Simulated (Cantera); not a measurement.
Input (Python, Cantera):

```python
import numpy as np
import cantera as ct

gas = ct.Solution("gri30.yaml")
gas.TPX = 1448, 1200000, {'CH3OH': 1, 'O2': 2.14, 'N2': 8.06}
reactor = ct.IdealGasReactor(gas, energy="on", clone=False)
net = ct.ReactorNet([reactor])
net.rtol, net.atol = 1e-08, 1e-16
show = ['CH3OH', 'O2', 'NO', 'HCN', 'H2O', 'H', 'CO2']
times = np.geomspace(1e-06, 9, 10)

steps = ct.SolutionArray(gas, extra=["t"])
rows = []
print(f"{'t/s':>10s}{'T/K':>9s}{'P/Pa':>11s}" + "".join(f"{s:>11s}" for s in show))
for t in times:
    while net.time < t:
        t_next = net.step()
        steps.append(gas.state, t=t_next)
    rows.append([np.interp(t, steps.t, y) for y in (steps.T, steps.P, *steps(*show).X.T)])
    print(f"{t:10.3e}{rows[-1][0]:9.1f}{rows[-1][1]:11.4g}" + "".join(f"{x:11.3e}" for x in rows[-1][2:]))
rate = np.gradient(steps.T, steps.t)
print("integrator steps:", len(steps.t))
if steps.T.max() > steps.T[0] + 200:
    print(f"time of steepest temperature rise: {steps.t[rate.argmax()]:.4e} s")
gas.TPX = 1448, 1200000, {'CH3OH': 1, 'O2': 2.14, 'N2': 8.06}
gas.equilibrate("UV")
print(f"equilibrium (UV): T = {gas.T:.1f} K  " + "  ".join(f"{s} {gas[s].X[0]:.3e}" for s in show))
```

Result:

```
       t/s      T/K       P/Pa      CH3OH         O2         NO        HCN        H2O          H        CO2
 1.000e-06   1448.0    1.2e+06  8.927e-02  1.911e-01  1.040e-15  7.117e-16  8.487e-06  3.884e-08  6.063e-07
 5.925e-06   1448.1    1.2e+06  8.915e-02  1.910e-01  8.407e-15  5.443e-15  6.003e-05  6.285e-08  3.618e-06
 3.511e-05   1464.9  1.219e+06  8.253e-02  1.871e-01  1.127e-12  3.059e-13  4.368e-03  1.855e-06  3.161e-05
 2.080e-04   2906.9  2.559e+06  1.582e-15  4.989e-02  1.548e-02  1.080e-09  1.545e-01  1.565e-03  6.957e-02
 1.232e-03   2901.4  2.554e+06  1.571e-15  4.838e-02  1.871e-02  1.192e-09  1.547e-01  1.536e-03  6.965e-02
 7.302e-03   2901.4  2.554e+06  1.571e-15  4.838e-02  1.871e-02  1.192e-09  1.547e-01  1.536e-03  6.965e-02
 4.327e-02   2901.4  2.554e+06  1.571e-15  4.838e-02  1.871e-02  1.192e-09  1.547e-01  1.536e-03  6.965e-02
 2.564e-01   2901.4  2.554e+06  1.571e-15  4.838e-02  1.871e-02  1.192e-09  1.547e-01  1.536e-03  6.965e-02
 1.519e+00   2901.4  2.554e+06  1.571e-15  4.838e-02  1.871e-02  1.192e-09  1.547e-01  1.536e-03  6.965e-02
 9.000e+00   2901.4  2.554e+06  1.571e-15  4.838e-02  1.871e-02  1.192e-09  1.547e-01  1.536e-03  6.965e-02
integrator steps: 2008
time of steepest temperature rise: 4.7615e-05 s
equilibrium (UV): T = 2901.4 K  CH3OH 1.641e-15  O2 4.838e-02  NO 1.871e-02  HCN 1.192e-09  H2O 1.547e-01  H 1.536e-03  CO2 6.965e-02
```

Computed with Cantera and GRI-Mech 3.0 (53 species, 325 reactions). GRI-Mech 3.0 was tuned for natural gas; its chemistry of methanol as a main component is partial and can be far from experiment. The pressure lies above the range GRI-Mech 3.0 was tuned for (to about 10 atm).
